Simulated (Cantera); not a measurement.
Source: NASA polynomial tables (part measured, part estimated), evaluated in Cantera. Values are per mole of reaction as written; species without (g) are pure solids or liquids, kept so even where they would boil at 1 bar.

N₂O(g) + 2 NbO₂(g) = N₂(g) + Nb₂O₅

```
T (K)    ΔH° (kJ)   ΔS° (J/K)    ΔG° (kJ)     log10 K
-----  ----------  ----------  ----------  ----------
925    (withheld)  (withheld)  (withheld)  (withheld)
975    (withheld)  (withheld)  (withheld)  (withheld)
1025      -1553.1      -390.0     -1153.3       58.77
1075      -1551.0      -388.0     -1133.9       55.09
1125      -1548.9      -386.1     -1114.5       51.75
1175      -1546.8      -384.3     -1095.2       48.69
1225   (withheld)  (withheld)  (withheld)  (withheld)
1275      -1542.5      -380.8     -1057.0       43.30
1325      -1540.3      -379.1     -1038.0       40.92
```

**Question.** What belongs in the gaps?

**Answer.** 
- 925, ΔH° (kJ): -1557.2
- 925, ΔS° (J/K): -394.3
- 925, ΔG° (kJ): -1192.5
- 925, log10 K: 67.34
- 975, ΔH° (kJ): -1555.2
- 975, ΔS° (J/K): -392.1
- 975, ΔG° (kJ): -1172.9
- 975, log10 K: 62.83
- 1225, ΔH° (kJ): -1544.6
- 1225, ΔS° (J/K): -382.5
- 1225, ΔG° (kJ): -1076.1
- 1225, log10 K: 45.88
